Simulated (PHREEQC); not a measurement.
Consider water at 25 °C with 6.9 mmol/kgw Na3PO4 and 0.25 mmol/kgw K3PO4. Closed to the air; pH follows from the charge balance.

Equilibrium calculation in PHREEQC: ion-association model, wateq4f.dat.

Each row changes one thing in this solution. No solid was allowed to form.

```tsv
case	pH	ionic strength (mol/kgw)	H2PO4- (mol/kgw)
as made	11.62	0.0326	1.15e-7
Na3PO4 from 0.0069 to 0.00138 mol/kgw	11.13	0.00678	1.35e-7
Na3PO4 replaced by NaHSO4 at the same molality	2.37	0.0176	0.000161
Na3PO4 replaced by NaF at the same molality	10.35	0.00788	1.33e-7
diluted 100-fold with water	9.85	0.000286	1.54e-7
Na3PO4 replaced by NaBr at the same molality	10.35	0.00790	1.33e-7
Na3PO4 left out	10.38	0.00101	1.50e-7
Na3PO4 from 0.0069 to 0.00759 mol/kgw	11.65	0.0361	1.13e-7
```

H3PO4, which wateq4f.dat lacks, is added to it with the constant of phreeqc.dat.
